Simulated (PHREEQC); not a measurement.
Dissolve 0.12 mol/kgw ZnCl2, 0.00011 mol/kgw H3BO3 and 0.0014 mol/kgw HBF4 at 63 °C. Closed to the air; pH follows from the charge balance.

All values are PHREEQC results (ion-association model, phreeqc.dat), not measurements.

Precipitation was switched off in this run.

Q: What pH, density, ionic strength does the model give?

A: pH 2.85; density 0.996 g/cm³; ionic strength 0.265 mol/kgw.

Q: In which forms is Cl present?

A: Cl- 78 %, ZnCl+ 17 %, ZnCl2 3.3 %, ZnCl3- 1.3 % of the Cl.

Species that the database lacks are ignored. At this temperature some constants are extrapolated from 25 °C, and those without enthalpy data are left unchanged. Real BF4- forms and hydrolyses slowly; the run takes it at equilibrium.
